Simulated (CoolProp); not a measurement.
Vapour-liquid equilibrium of CH2F2 (R32) (1) + R1234yf (2) at 1.87 MPa; x and y are mole fractions of (1).

Computed with CoolProp (multi-fluid Helmholtz-energy mixture model, Tillner-Roth 1997 and Lemmon 2022; pair parameters Bell 2023).

Q: Give the bubble temperature and the first vapour's composition at x = 0.05, 0.25, 0.45. Is there an azeotrope?

A: x = 0.05: 62.3 °C, y = 0.092; x = 0.25: 50.0 °C, y = 0.404; x = 0.45: 41.2 °C, y = 0.614. No azeotrope shows between x = 0.05 and 0.95.

Pair parameters are fitted to limited data, so mixtures are less certain than the pure fluids.
